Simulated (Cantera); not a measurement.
**Adiabatic ignition**

An adiabatic, constant-pressure homogeneous reactor starts with 1.16 % CH4, 0.0500 % C2H6, 1.98 % C3H8, 18.2 % O2, 68.3 % N2, 10.4 % H2O, equivalence ratio 0.68, at 1750 K and 0.310 bar.

Cantera simulation using GRI-Mech 3.0 (53 species, 325 reactions); the numbers are that mechanism's predictions, not measurements. GRI-Mech 3.0 was tuned for natural gas; its chemistry of propane as a main component is partial and can be far from experiment.

```json
[
 {"t (s)": "1.00e-6", "T (K)": "1745", "x CH4": "0.0116", "x C2H6": "0.000494", "x C3H8": "0.0193", "x H2O": "0.103", "x C2H4": "0.000160"},
 {"t (s)": "4.27e-6", "T (K)": "1730", "x CH4": "0.0115", "x C2H6": "0.000472", "x C3H8": "0.0170", "x H2O": "0.103", "x C2H4": "0.00200"},
 {"t (s)": "1.82e-5", "T (K)": "1722", "x CH4": "0.0107", "x C2H6": "0.000764", "x C3H8": "0.00698", "x H2O": "0.107", "x C2H4": "0.0109"},
 {"t (s)": "7.77e-5", "T (K)": "2229", "x CH4": "<1e-12", "x C2H6": "<1e-12", "x C3H8": "<1e-12", "x H2O": "0.155", "x C2H4": "<1e-12"},
 {"t (s)": "0.000331", "T (K)": "2341", "x CH4": "<1e-12", "x C2H6": "<1e-12", "x C3H8": "<1e-12", "x H2O": "0.158", "x C2H4": "<1e-12"},
 {"t (s)": "0.00141", "T (K)": "2523", "x CH4": "<1e-12", "x C2H6": "<1e-12", "x C3H8": "<1e-12", "x H2O": "0.170", "x C2H4": "<1e-12"},
 {"t (s)": "0.00603", "T (K)": "2560", "x CH4": "<1e-12", "x C2H6": "<1e-12", "x C3H8": "<1e-12", "x H2O": "0.173", "x C2H4": "<1e-12"},
 {"t (s)": "0.0257", "T (K)": "2553", "x CH4": "<1e-12", "x C2H6": "<1e-12", "x C3H8": "<1e-12", "x H2O": "0.174", "x C2H4": "<1e-12"},
 {"t (s)": "0.110", "T (K)": "2552", "x CH4": "<1e-12", "x C2H6": "<1e-12", "x C3H8": "<1e-12", "x H2O": "0.174", "x C2H4": "<1e-12"},
 {"t (s)": "0.469", "T (K)": "2552", "x CH4": "<1e-12", "x C2H6": "<1e-12", "x C3H8": "<1e-12", "x H2O": "0.174", "x C2H4": "<1e-12"},
 {"t (s)": "2.00", "T (K)": "2552", "x CH4": "<1e-12", "x C2H6": "<1e-12", "x C3H8": "<1e-12", "x H2O": "0.174", "x C2H4": "<1e-12"}
]
```
x: mole fraction; the columns are a selection and need not sum to one.

The time of steepest temperature rise is 42.5 µs. The temperature at 2.00 s is 2552 K, the equilibrium temperature is 2552 K and the x(CH4) at 2.00 s is <1e-12 (gas-phase equilibrium <1e-12). The x(C2H6) at 2.00 s is <1e-12 (gas-phase equilibrium <1e-12). The x(C3H8) at 2.00 s is <1e-12 (gas-phase equilibrium <1e-12).
